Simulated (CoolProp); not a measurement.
Values from CoolProp's reference Helmholtz-energy equation of state, Thol 2019.

Q: Give the vapour pressure (MPa), liquid density (kg/m³), vapour density (kg/m³), enthalpy of vaporisation (kJ/kg) of saturated n-hexane at 451, 468 K.

A: 
```csv
T (K),p (MPa),liquid density (kg/m³),vapour density (kg/m³),enthalpy of vaporisation (kJ/kg)
451,1.25,478,40.1,222
468,1.66,446,56.6,193
```
